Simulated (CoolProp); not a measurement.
n-pentane at several states: fugacity coefficient from the reference equation and from simpler models built on Tc = 196.5 °C, pc = 3.368 MPa, ω = 0.251; each cubic takes its own stable root.

Values from CoolProp's reference Helmholtz-energy equation of state, Thol 2019.

```json
[
 {"T (°C)": "-102.15", "p (MPa)": "0.315", "phase": "liquid", "reference": "2.399e-5", "van der Waals": "0.02495", "Peng-Robinson": "2.979e-5"},
 {"T (°C)": "104.75", "p (MPa)": "0.184", "phase": "gas", "reference": "0.9612", "van der Waals": "…", "Peng-Robinson": "0.9608"},
 {"T (°C)": "318.45", "p (MPa)": "7.93", "phase": "supercritical", "reference": "0.6965", "van der Waals": "0.6444", "Peng-Robinson": "0.6787"},
 {"T (°C)": "-72.55", "p (MPa)": "0.116", "phase": "liquid", "reference": "…", "van der Waals": "0.2532", "Peng-Robinson": "…"},
 {"T (°C)": "142.55", "p (MPa)": "5.33", "phase": "liquid", "reference": "0.2438", "van der Waals": "…", "Peng-Robinson": "0.2428"},
 {"T (°C)": "298.55", "p (MPa)": "0.797", "phase": "gas", "reference": "0.9597", "van der Waals": "…", "Peng-Robinson": "…"}
]
```

Some entries are withheld; supply them.


- 104.75, van der Waals: 0.9729
- -72.55, reference: 0.001814
- -72.55, Peng-Robinson: 0.002014
- 142.55, van der Waals: 0.3614
- 298.55, van der Waals: 0.9572
- 298.55, Peng-Robinson: 0.9539
